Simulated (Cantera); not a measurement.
Input: 1 mol Si₃N₄, 0.0084 mol Si, 0.12 mol N₂, 0.09 mol C, at 2073 K and 84.0 Pa.

These are equilibrium values from Cantera (NASA tables, ideal gas, pure condensed phases), not measurements of a reactor. Candidate condensed phases: C, Si, SiC, Si₃N₄; 20 gas species. Mutual solubility and eutectic melting of coexisting phases are not modelled. The tables' values for SiN are old estimates; treat these amounts as uncertain. Equilibrium is a limit: real reactors are often held back by kinetics, nucleation or transport.

Base state: N₂ 0.874, Si 0.119, Si₂C 0.00438, Si₂ 0.00146, Si₂N 0.000870, SiN 0.000707, Si₃ 0.000302, SiC₂ 3.45e-5 (mole fractions); condensed: Si(l) + SiC(s).

What changes in the equilibrium state with this change: pressure from 84.0 Pa to 2.20 mbar?


```json
[
 {"species": "N₂", "before": "0.874", "after": "0.951"},
 {"species": "Si", "before": "0.119", "after": "0.0453"},
 {"species": "Si₂C", "before": "0.00438", "after": "0.00167"},
 {"species": "SiC₂", "before": "3.45e-5", "after": "1.32e-5"},
 {"species": "Si₂", "before": "0.00146", "after": "0.000556"},
 {"species": "Si₃", "before": "0.000302", "after": "0.000115"},
 {"species": "SiN", "before": "0.000707", "after": "0.000456"},
 {"species": "Si₂N", "before": "0.000870", "after": "0.000561"},
 {"species": "Si(l), mol", "before": "2.60", "after": "2.81"},
 {"species": "SiC(s), mol", "before": "0.0792", "after": "0.0862"}
]
```
